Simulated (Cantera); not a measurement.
An isothermal, constant-pressure homogeneous reactor starts with 97.8 % N₂O, 2.15 % H₂O, 0.0978 % N₂, at 1475 K and 0.987 atm.

Computed with Cantera and GRI-Mech 3.0 (53 species, 325 reactions). GRI-Mech 3.0 was tuned for natural gas; its chemistry of N2O as a main component is partial and can be far from experiment. The temperature is held fixed by assumption; the heat of reaction is taken as removed at once.

One state of this run: x N₂O = 0.916; x H₂O = 0.0210; x O = 5.32e-5; x H = 1.30e-7; x NO = 0.00854. x: mole fraction; the columns are a selection and need not sum to one.

Problem. Which value of t (s) does it belong to?
(A) 0.00100
(B) 0.00633
(C) 0.0159
(D) 0.252

Solution. A, 0.00100
